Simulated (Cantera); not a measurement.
Input (Python, Cantera) and output of one run.

```python
import numpy as np
import cantera as ct

gas_names = """
    SiC2 N Si2C
""".split()
cond_names = """
    Si3N4(a)
""".split()


# ... load() reads the species with a 1 bar reference pressure and builds the phases ...
species = {s.name: s for s in load("nasa_gas.yaml", gas_names) + load("nasa_condensed.yaml", cond_names)}
# Each term lists the table entries of one substance; the one whose range holds T is used.
reactions = {
    'SiC2(g) + Si3N4 = 4 N(g) + 2 Si2C(g)':
        [(-1, ['SiC2']), (-1, ['Si3N4(a)']), (4, ['N']), (2, ['Si2C'])],
}


def pick(names, T):
    return next(species[n] for n in names if species[n].thermo.min_temp <= T <= species[n].thermo.max_temp)


results = []
for label, terms in reactions.items():
    print(label)
    print("     T/K   dH/kJ  dS/(J/K)   dG/kJ   log10 K")
    for T in [1725, 1775, 1825, 1875, 1925, 1975, 2025]:
        used = [(nu, pick(names, T)) for nu, names in terms]
        dH = sum(nu * s.thermo.h(T) for nu, s in used) / 1e6
        dS = sum(nu * s.thermo.s(T) for nu, s in used) / 1e3
        dG = dH - T * dS / 1e3
        logK = -dG * 1e6 / (ct.gas_constant * T * np.log(10))
        results.append((label, T, dH, dS, dG, logK, [s.name for _, s in used]))
        print(f"{T:8g} {dH:8.1f} {dS:8.1f} {dG:8.1f} {logK:8.2f}")
```

Result:

```
SiC2(g) + Si3N4 = 4 N(g) + 2 Si2C(g)
     T/K   dH/kJ  dS/(J/K)   dG/kJ   log10 K
    1725   3074.8    746.6   1786.9   -54.11
    1775   3072.9    745.5   1749.6   -51.49
    1825   3071.0    744.5   1712.4   -49.01
    1875   3069.1    743.4   1675.2   -46.67
    1925   3067.1    742.4   1638.0   -44.45
    1975   3065.1    741.4   1600.9   -42.34
    2025   3063.2    740.4   1563.9   -40.34
```

Cantera with NASA thermochemical tables; ideal gases at 1 bar, condensed phases pure. Condensed species are held in their standard states even where they would react or evaporate.
